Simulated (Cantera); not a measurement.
What does this Cantera script print?

```python
import numpy as np
import cantera as ct

gas_names = """
    C CO COS CO2 CS CS2 C2 C2O C3 C3O2 C4 C5 Fe FeC5O5 FeO O O2 O3 S SO SO2 SO3 S2 S2O S8
""".split()
cond_names = """
    C(gr) Fe(a) Fe(c) Fe(d) Fe(L) FeC5O5(L) FeO(s) FeO(L) FeS(a) FeS(b) FeS(c) FeS(L) FeSO4(s) FeS2(s)
    Fe2O3(s) Fe2S3O12(s) Fe3O4(s) S(cr1) S(cr2) S(L)
""".split()


# ... load() reads the species with a 1 bar reference pressure and builds the phases ...
atoms = {
    'FeS': {'Fe': 1, 'S': 1},
    'O2': {'O': 2},
    'CO2': {'C': 1, 'O': 2},
}
top_T = {'C(gr)': 4500, 'FeSO4(s)': 950, 'FeS2(s)': 1010, 'Fe2O3(s)': 1830, 'Fe2S3O12(s)': 1100, 'Fe3O4(s)': 1870}  # K; cautious upper limits of use, not melting points


# ... equilibrate(T, P, feed) seeds the gas with the atoms and calls Mixture.equilibrate('TP', solver="vcs", rtol=1e-11, max_steps=5000) ...
results = []
feed = {'FeS': 1, 'O2': 0.19, 'CO2': 1.8}  # mol
P = 1333.22  # Pa
for T in [798, 848, 898, 948, 998, 1048, 1098, 1148, 1198, 1248]:
    mix = equilibrate(T, P, feed)
    results.append((T, P, feed, dict(zip(mix.species_names, mix.species_moles))))

top = {s: max(r[3][s] / sum(r[3][g] for g in gas_names) for r in results) for s in gas_names}
cols = sorted((s for s in top if top[s] > 0.001), key=lambda s: -top[s])[:6]
seen = [c for c in cond_names if any(r[3].get(c, 0) > 1e-12 for r in results)]
print("log10 of partial pressures in bar; condensed amounts in mol")
print(f"{'T/K':>10s}" + "".join(f"{s[:9]:>10s}" for s in cols + seen))
for T, P, feed, n in results:
    ng = sum(n[g] for g in gas_names)
    print(f"{T:10.4g}" + "".join(f"{np.log10(max(n[s] / ng * P / 1e5, 1e-99)):10.3f}" for s in cols)
          + "".join(f"{n.get(c, 0):10.4g}" for c in seen))
```

Result:

```
log10 of partial pressures in bar; condensed amounts in mol
       T/K       CO2        CO       SO2        S2    FeO(s)    FeS(c)  Fe3O4(s)
       798    -1.902    -5.527    -3.111    -4.607         0    0.8814   0.03953
       848    -1.902    -5.095    -3.115    -4.466         0    0.8795   0.04018
       898    -1.903    -4.712    -3.119    -4.338         0    0.8769   0.04104
       948    -1.904    -4.369    -3.122    -4.221         0    0.8733   0.04224
       998    -1.906    -4.063    -3.123    -4.113         0    0.8683   0.04389
      1048    -1.910    -3.789    -3.120    -4.012         0    0.8614   0.04622
      1098    -1.916    -3.544    -3.112    -3.915         0    0.8515   0.04949
      1148    -1.924    -3.327    -3.097    -3.821         0    0.8379   0.05402
      1198    -1.941    -3.149    -3.025    -3.664    0.2061    0.7939         0
      1248    -1.962    -2.961    -3.005    -3.494    0.2478    0.7522         0
```

Method: chemical equilibrium by Gibbs-energy minimisation in Cantera with the NASA 1993 tables (ideal gas, pure condensed phases). Metal and sulfide melt together well below either melting point, which pure phases cannot show. Mutual solubility and eutectic melting of coexisting phases are not modelled. The tables' stoichiometric FeO is somewhat more stable than real wüstite, so its field is too wide. FeO, FeS: taken at fixed stoichiometry. Gases not in the tables: S3 to S7.
